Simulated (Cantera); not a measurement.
A freely propagating, adiabatic, planar premixed flame of CH₄ : C₂H₆ : O₂ : N₂ : H₂O = 1 : 1.5 : 5.58 : 21 : 0.88 (molar parts), equivalence ratio 1.3, unburnt at 348 K and 2.60 bar; mixture-averaged transport, grid criteria slope 0.08 and curve 0.16, no radiation.

Cantera simulation using GRI-Mech 3.0 (53 species, 325 reactions); the numbers are that mechanism's predictions, not measurements. Burning velocities carry a grid error of a few per cent, more on coarse grids.

Question: How do the results move with these cheaper or finer settings: unity-Lewis-number transport; multicomponent transport; multicomponent+Soret transport; grid criteria slope 0.5, curve 1; grid criteria slope 0.25, curve 0.5; grid criteria slope 0.03, curve 0.06?

Answer: 
```json
[
 {"setting": "as above", "laminar burning velocity": "26.1 cm/s", "thermal thickness": "0.249 mm", "peak x(C₂H₂)": "0.00246", "peak x(CO)": "0.0732", "grid points": "145"},
 {"setting": "unity-Lewis-number transport", "laminar burning velocity": "19.5 cm/s", "thermal thickness": "0.308 mm", "peak x(C₂H₂)": "0.00199", "peak x(CO)": "0.0685", "grid points": "141"},
 {"setting": "multicomponent transport", "laminar burning velocity": "26.3 cm/s", "thermal thickness": "0.253 mm", "peak x(C₂H₂)": "0.00248", "peak x(CO)": "0.0734", "grid points": "145"},
 {"setting": "multicomponent+Soret transport", "laminar burning velocity": "26.5 cm/s", "thermal thickness": "0.248 mm", "peak x(C₂H₂)": "0.00241", "peak x(CO)": "0.0733", "grid points": "147"},
 {"setting": "grid criteria slope 0.5, curve 1", "laminar burning velocity": "27.6 cm/s", "thermal thickness": "0.273 mm", "peak x(C₂H₂)": "0.00256", "peak x(CO)": "0.0743", "grid points": "37"},
 {"setting": "grid criteria slope 0.25, curve 0.5", "laminar burning velocity": "26.8 cm/s", "thermal thickness": "0.259 mm", "peak x(C₂H₂)": "0.00250", "peak x(CO)": "0.0738", "grid points": "62"},
 {"setting": "grid criteria slope 0.03, curve 0.06", "laminar burning velocity": "26.0 cm/s", "thermal thickness": "0.245 mm", "peak x(C₂H₂)": "0.00244", "peak x(CO)": "0.0731", "grid points": "383"}
]
```
The base run took roughly 11 core-seconds.
Unity Lewis numbers drop preferential diffusion, which matters most where H2 and H carry the flame; Soret adds thermal diffusion.
